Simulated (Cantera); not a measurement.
**FeS + SO₂ + CO₂ (roasting and sulfation)**

Feed: 1 mol FeS, 0.24 mol SO₂, 7.2 mol CO₂, held at 100 Torr.

These are equilibrium values from Cantera (NASA tables, ideal gas, pure condensed phases), not measurements of a reactor. Candidate condensed phases: C, Fe, Fe(CO)₅, FeO, FeS, FeSO₄, FeS₂, Fe₂O₃, Fe₂(SO₄)₃, Fe₃O₄, S; 25 gas species. Metal and sulfide melt together well below either melting point, which pure phases cannot show. Mutual solubility and eutectic melting of coexisting phases are not modelled. The tables' stoichiometric FeO is somewhat more stable than real wüstite, so its field is too wide. FeO, FeS: taken at fixed stoichiometry. The numbers say what is thermodynamically allowed, not how fast it happens.

At 1398 K the condensed part is FeO(s) + FeS(s). At 1473 K the condensed part is FeO(s) + FeS(l). From 1548 K to 1623 K the condensed part is FeO(s). From 1698 K to 1848 K the condensed part is FeO(l).

| T (K) | x CO₂ | x CO | x SO₂ | x S₂ | x SO | x COS | x S₂O | n FeO(s) | n FeS(s) | n FeS(l) | n FeO(l) |
|---|---|---|---|---|---|---|---|---|---|---|---|
| 1398 | 0.775 | 0.139 | 0.0595 | 0.0244 | 0.000674 | 0.00159 | 0.000465 | 0.637 | 0.363 | 0 | 0 |
| 1473 | 0.689 | 0.199 | 0.0688 | 0.0386 | 0.00138 | 0.00196 | 0.000694 | 0.979 | 0 | 0.0208 | 0 |
| 1548 | 0.644 | 0.235 | 0.0850 | 0.0308 | 0.00235 | 0.00146 | 0.000641 | 1.000 | 0 | 0 | 0 |
| 1623 | 0.605 | 0.267 | 0.100 | 0.0221 | 0.00363 | 0.00103 | 0.000535 | 1.000 | 0 | 0 | 0 |
| 1698 | 0.571 | 0.295 | 0.114 | 0.0144 | 0.00516 | 0.000691 | 0.000408 | 0 | 0 | 0 | 1.000 |
| 1773 | 0.544 | 0.316 | 0.124 | 0.00836 | 0.00675 | 0.000436 | 0.000279 | 0 | 0 | 0 | 1.000 |
| 1848 | 0.527 | 0.330 | 0.130 | 0.00427 | 0.00817 | 0.000257 | 0.000171 | 0 | 0 | 0 | 1.000 |
x: gas mole fraction; n: condensed amount in mol.
